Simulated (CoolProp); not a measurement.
Vapour-liquid equilibrium of dimethyl ether (1) + n-pentane (2) at 256.5 K; x and y are mole fractions of (1).

Computed with CoolProp (multi-fluid Helmholtz-energy mixture model, Wu 2011 and Thol 2019; pair parameters Bell 2016).

```json
[
 {"x": "0.05", "bubble pressure, mixture model (bar)": "0.1514", "bubble pressure, Raoult's law (bar)": "0.1740", "y, mixture model": "0.323", "y, Raoult's law": "0.410"},
 {"x": "0.2", "bubble pressure, mixture model (bar)": "0.3809", "bubble pressure, Raoult's law (bar)": "0.3715", "y, mixture model": "0.782", "y, Raoult's law": "0.767"},
 {"x": "0.35", "bubble pressure, mixture model (bar)": "0.6837", "bubble pressure, Raoult's law (bar)": "0.5691", "y, mixture model": "0.905", "y, Raoult's law": "0.877"},
 {"x": "0.5", "bubble pressure, mixture model (bar)": "0.9429", "bubble pressure, Raoult's law (bar)": "0.7666", "y, mixture model": "0.946", "y, Raoult's law": "0.929"},
 {"x": "0.65", "bubble pressure, mixture model (bar)": "1.116", "bubble pressure, Raoult's law (bar)": "0.9642", "y, mixture model": "0.964", "y, Raoult's law": "0.961"},
 {"x": "0.8", "bubble pressure, mixture model (bar)": "1.238", "bubble pressure, Raoult's law (bar)": "1.162", "y, mixture model": "0.976", "y, Raoult's law": "0.981"},
 {"x": "0.95", "bubble pressure, mixture model (bar)": "1.369", "bubble pressure, Raoult's law (bar)": "1.359", "y, mixture model": "0.991", "y, Raoult's law": "0.996"}
]
```

The largest gap from Raoult's law is +23.0 % in bubble pressure, at x = 0.5. No azeotrope shows between x = 0.05 and 0.95.

Pair parameters are fitted to limited data, so mixtures are less certain than the pure fluids. The gap from Raoult's law changes sign with composition, which may be real or a fault of the pair parameters; it wasn't checked against measurements.
